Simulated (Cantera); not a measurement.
A closed system holds: 1 mol SiC, a varied amount of O2, 5.1 mol N2, equilibrated at 827 °C and 0.0100 bar.

These are equilibrium values from Cantera (NASA tables, ideal gas, pure condensed phases), not measurements of a reactor. Candidate condensed phases: C, Si, SiC, SiO2, Si2N2O, Si3N4; 34 gas species. N2 is the only nitrogen source here; it is nearly inert below about 1500 K, so the nitride shown seldom forms there in practice. Mutual solubility and eutectic melting of coexisting phases are not modelled. The numbers say what is thermodynamically allowed, not how fast it happens.

### Question
Which condensed phases are stable at each of these points (n(O2) (mol)): 0.0044, 0.0085, 0.017, 0.032, 0.062, 0.12, 0.23, 0.45?

### Answer
```csv
n(O2) (mol),condensed phases,Si condensed (%)
0.0044,C(graphite) + Si2N2O(s) + Si3N4(s),100.0
0.0085,C(graphite) + Si2N2O(s) + Si3N4(s),100.0
0.017,C(graphite) + Si2N2O(s) + Si3N4(s),100.0
0.032,C(graphite) + Si2N2O(s) + Si3N4(s),100.0
0.062,C(graphite) + Si2N2O(s) + Si3N4(s),100.0
0.12,C(graphite) + Si2N2O(s) + Si3N4(s),100.0
0.23,C(graphite) + Si2N2O(s) + Si3N4(s),100.0
0.45,C(graphite) + SiO2(β-quartz) + Si2N2O(s),100.0
```

From 0.0044 mol O2 to 0.23 mol O2 the condensed part is C(graphite) + Si2N2O(s) + Si3N4(s). At 0.45 mol O2 the condensed part is C(graphite) + SiO2(β-quartz) + Si2N2O(s).
